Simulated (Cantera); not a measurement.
**NO annealing gas**

An isothermal, constant-pressure homogeneous reactor starts with NO : N2 = 1 : 1.2 (molar parts), at 1498 K and 1.00 atm.

Computed with Cantera and GRI-Mech 3.0 (53 species, 325 reactions).

```json
[
 {"t (s)": "2.00e-6", "x NO": "0.455", "x O": "3.38e-9", "x O2": "<1e-12", "x N2O": "3.75e-9", "x NO2": "3.72e-10", "x N2": "0.545"},
 {"t (s)": "7.23e-6", "x NO": "0.455", "x O": "9.46e-9", "x O2": "1.07e-12", "x N2O": "1.36e-8", "x NO2": "4.10e-9", "x N2": "0.545"},
 {"t (s)": "2.62e-5", "x NO": "0.455", "x O": "1.66e-8", "x O2": "8.62e-12", "x N2O": "4.90e-8", "x NO2": "3.25e-8", "x N2": "0.545"},
 {"t (s)": "9.46e-5", "x NO": "0.455", "x O": "1.78e-8", "x O2": "4.58e-11", "x N2O": "1.77e-7", "x NO2": "1.60e-7", "x N2": "0.545"},
 {"t (s)": "0.000342", "x NO": "0.455", "x O": "1.83e-8", "x O2": "2.30e-10", "x N2O": "6.38e-7", "x NO2": "6.26e-7", "x N2": "0.545"},
 {"t (s)": "0.00124", "x NO": "0.455", "x O": "1.99e-8", "x O2": "1.59e-9", "x N2O": "2.28e-6", "x NO2": "2.34e-6", "x N2": "0.545"},
 {"t (s)": "0.00447", "x NO": "0.455", "x O": "2.60e-8", "x O2": "1.83e-8", "x N2O": "7.90e-6", "x NO2": "8.81e-6", "x N2": "0.545"},
 {"t (s)": "0.0162", "x NO": "0.454", "x O": "4.92e-8", "x O2": "3.81e-7", "x N2O": "2.46e-5", "x NO2": "3.53e-5", "x N2": "0.545"},
 {"t (s)": "0.0585", "x NO": "0.454", "x O": "1.28e-7", "x O2": "1.29e-5", "x N2O": "5.52e-5", "x NO2": "0.000138", "x N2": "0.546"},
 {"t (s)": "0.211", "x NO": "0.454", "x O": "2.13e-7", "x O2": "0.000230", "x N2O": "6.92e-5", "x NO2": "0.000264", "x N2": "0.546"},
 {"t (s)": "0.765", "x NO": "0.451", "x O": "2.50e-7", "x O2": "0.00124", "x N2O": "6.87e-5", "x NO2": "0.000314", "x N2": "0.547"},
 {"t (s)": "2.77", "x NO": "0.444", "x O": "3.46e-7", "x O2": "0.00483", "x N2O": "6.64e-5", "x NO2": "0.000436", "x N2": "0.551"},
 {"t (s)": "10.0", "x NO": "0.419", "x O": "5.57e-7", "x O2": "0.0170", "x N2O": "5.90e-5", "x NO2": "0.000678", "x N2": "0.563"}
]
```
x: mole fraction; the columns are a selection and need not sum to one.

Equilibrium at this temperature and pressure: NO 0.00125, O 1.88e-6, O2 0.227, N2O 7.66e-8, NO2 7.03e-6, N2 0.772 (gas phase only).
